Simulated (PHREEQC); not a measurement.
Make-up at 40 °C: 0.095 mol/kgw MgCl2, 3.5e-05 mol/kgw Na2HPO4 and 4.2e-05 mol/kgw MgSO4. Closed to the air; pH follows from the charge balance.

Model: ion-association model, phreeqc.dat, run in PHREEQC.

Precipitation was switched off in this run.

Q: Order these P species by the share of P that they hold, largest first: MgPO4-, H2PO4-, HPO4-2, MgH2PO4+, MgHPO4.

A: MgHPO4 (71 %), HPO4-2 (11 %), MgH2PO4+ (8.6 %), H2PO4- (6.8 %), MgPO4- (2.7 %)

The pH is 6.91 and the ionic strength 0.285 mol/kgw. Species that the database lacks are ignored. Constants without temperature data keep their 25 °C values here.
